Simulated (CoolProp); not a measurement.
Dimethyl carbonate along the isotherm 600 K: fugacity coefficient from the reference equation and from simpler models built on Tc = 557.0 K, pc = 49.09 bar, ω = 0.346; each cubic takes its own stable root.

Values from CoolProp's reference Helmholtz-energy equation of state, Zhou 2011.

```tsv
p (bar)	phase	reference
1.55	gas	0.9915
2.94	gas	0.9839
5.58	gas	0.9695
10.6	gas	0.9425
20	gas	0.8929
38	gas	0.8005
72.1	supercritical	0.6319
137	supercritical	0.4306
259	supercritical	0.3224
491	supercritical	0.3012
```

Problem. How far does each simpler model (van der Waals, Redlich-Kwong, Peng-Robinson) lie from the reference over these 10 states: mean and median of the absolute difference, and the worst?

Solution. 
- van der Waals: mean 6.4 %, median 0.6 %, worst +41.5 % at 600 K and 491 bar
- Redlich-Kwong: mean 1.2 %, median 0.4 %, worst +6.5 % at 600 K and 491 bar
- Peng-Robinson: mean 0.8 %, median 0.6 %, worst -2.1 % at 600 K and 72.1 bar
